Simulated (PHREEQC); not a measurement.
Solution (25 °C): 0.021 mol/kgw KHCO3, 0.004 mol/kgw Na2B4O7 and 0.0018 mol/kgw KCl. Closed to the air; pH follows from the charge balance.

Equilibrium calculation in PHREEQC: ion-association model, phreeqc.dat.

The ionic strength comes out as 0.0321 mol/kgw. What activity coefficients do OH-, Na+, CO3-2, K+, H2BO3- get?

OH- 0.84, Na+ 0.85, CO3-2 0.53, K+ 0.84, H2BO3- 0.85.

No solid was allowed to form. Species that the database lacks are ignored.
